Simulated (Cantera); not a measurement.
**Calcination and drying: MgSO4 + CO2 + H2O**

A closed system holds: 1 mol MgSO4, 3.6 mol CO2, 0.0061 mol H2O, held at 0.100 bar.

Equilibrium computed with Cantera from the NASA thermochemical tables; the gas is ideal and each condensed phase is pure. Candidate condensed phases: C, C6H6, C7H8, C8H18, H2O, H2SO4, Mg, MgCO3, MgO, Mg(OH)2, MgS, MgSO4, S; 130 gas species. Mutual solubility and eutectic melting of coexisting phases are not modelled. Equilibrium is a limit: real reactors are often held back by kinetics, nucleation or transport.

From 325 °C to 525 °C the condensed part is MgSO4(s). From 625 °C to 825 °C the condensed part is MgO(s) + MgSO4(s). From 925 °C to 1325 °C the condensed part is MgO(s).

```json
[
 {"T (°C)": "325", "x CO2": "0.998", "x SO2": "4.02e-12", "x O2": "1.70e-12", "x SO3": "<1e-12", "x H2O": "0.00169", "n MgSO4(s)": "1.00", "n MgO(s)": "0"},
 {"T (°C)": "425", "x CO2": "0.998", "x SO2": "4.84e-9", "x O2": "2.42e-9", "x SO3": "2.26e-11", "x H2O": "0.00169", "n MgSO4(s)": "1.00", "n MgO(s)": "0"},
 {"T (°C)": "525", "x CO2": "0.998", "x SO2": "1.17e-6", "x O2": "5.86e-7", "x SO3": "1.01e-8", "x H2O": "0.00169", "n MgSO4(s)": "1.000", "n MgO(s)": "0"},
 {"T (°C)": "625", "x CO2": "0.998", "x SO2": "8.15e-5", "x O2": "4.07e-5", "x SO3": "1.13e-6", "x H2O": "0.00169", "n MgSO4(s)": "1.000", "n MgO(s)": "0.000298"},
 {"T (°C)": "725", "x CO2": "0.995", "x SO2": "0.00237", "x O2": "0.00118", "x SO3": "4.77e-5", "x H2O": "0.00169", "n MgSO4(s)": "0.991", "n MgO(s)": "0.00875"},
 {"T (°C)": "825", "x CO2": "0.943", "x SO2": "0.0365", "x O2": "0.0183", "x SO3": "0.000990", "x H2O": "0.00160", "n MgSO4(s)": "0.857", "n MgO(s)": "0.143"},
 {"T (°C)": "925", "x CO2": "0.707", "x SO2": "0.191", "x O2": "0.0957", "x SO3": "0.00489", "x H2O": "0.00120", "n MgSO4(s)": "0", "n MgO(s)": "1.00"},
 {"T (°C)": "1025", "x CO2": "0.706", "x SO2": "0.194", "x O2": "0.0969", "x SO3": "0.00236", "x H2O": "0.00120", "n MgSO4(s)": "0", "n MgO(s)": "1.00"},
 {"T (°C)": "1125", "x CO2": "0.705", "x SO2": "0.195", "x O2": "0.0974", "x SO3": "0.00126", "x H2O": "0.00119", "n MgSO4(s)": "0", "n MgO(s)": "1.00"},
 {"T (°C)": "1225", "x CO2": "0.705", "x SO2": "0.195", "x O2": "0.0976", "x SO3": "0.000728", "x H2O": "0.00119", "n MgSO4(s)": "0", "n MgO(s)": "1.00"},
 {"T (°C)": "1325", "x CO2": "0.705", "x SO2": "0.195", "x O2": "0.0978", "x SO3": "0.000452", "x H2O": "0.00118", "n MgSO4(s)": "0", "n MgO(s)": "1.00"}
]
```
x: gas mole fraction; n: condensed amount in mol.
